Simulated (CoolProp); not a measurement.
Water along the isobar 31.1 MPa: Z from the reference equation and from simpler models built on Tc = 373.9 °C, pc = 22.06 MPa, ω = 0.344; each cubic takes its own stable root.

The numbers come from the reference Helmholtz-energy equation of state, Wagner 2002 in CoolProp.

| T (°C) | phase | reference |
|---|---|---|
| 87.75 | liquid | 0.1905 |
| 101.75 | liquid | 0.1851 |
| 115.65 | liquid | 0.1803 |
| 129.65 | liquid | 0.1760 |
| 143.55 | liquid | 0.1722 |
| 157.55 | liquid | 0.1688 |
| 171.45 | liquid | 0.1658 |
| 185.35 | liquid | 0.1632 |
| 199.35 | liquid | 0.1610 |
| 213.25 | liquid | 0.1591 |

How far does each simpler model (van der Waals, Soave-Redlich-Kwong, Peng-Robinson) lie from the reference over these 10 states: mean and median of the absolute difference, and the worst?


- van der Waals: mean 105.3 %, median 105.3 %, worst +105.6 % at 157.55 °C and 31.1 MPa
- Soave-Redlich-Kwong: mean 36.9 %, median 36.9 %, worst +38.7 % at 213.25 °C and 31.1 MPa
- Peng-Robinson: mean 21.5 %, median 21.4 %, worst +22.8 % at 213.25 °C and 31.1 MPa
